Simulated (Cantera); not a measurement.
A closed system holds: 1 mol TiO₂, 2.5 mol C, 0.69 mol H₂, equilibrated at 10000 Pa.

Equilibrium computed with Cantera from the NASA thermochemical tables; the gas is ideal and each condensed phase is pure. Candidate condensed phases: C, C₆H₆, C₇H₈, C₈H₁₈, H₂O, Ti, TiC, TiO, TiO₂, Ti₂O₃, Ti₃O₅, Ti₄O₇; 113 gas species. Mutual solubility and eutectic melting of coexisting phases are not modelled. TiC: taken at fixed stoichiometry. The numbers say what is thermodynamically allowed, not how fast it happens. All values below are at 1898 K.

Base state: CO 0.711, H₂ 0.288, H 0.00133, H₂O 0.000104, CO₂ 6.11e-5 (mole fractions); condensed: TiC(s) + Ti₂O₃(s).

What changes in the equilibrium state with this change: pressure from 10000 Pa to 300 Pa?


```csv
species,before,after
CO,0.711,0.714
H₂,0.288,0.278
H,0.00133,0.00752
TiO,8.03e-7,3.93e-5
H₂O,0.000104,2.11e-5
CO₂,6.11e-5,1.29e-5
"TiC(s), mol",0.800,0.750
"Ti₂O₃(s), mol",0.0999,0
"TiO(s), mol",0,0.250
```
TiC, TiO: taken at fixed stoichiometry. Condensed phases not in the tables: solid solutions among these carbides, nitrides and lower oxides.
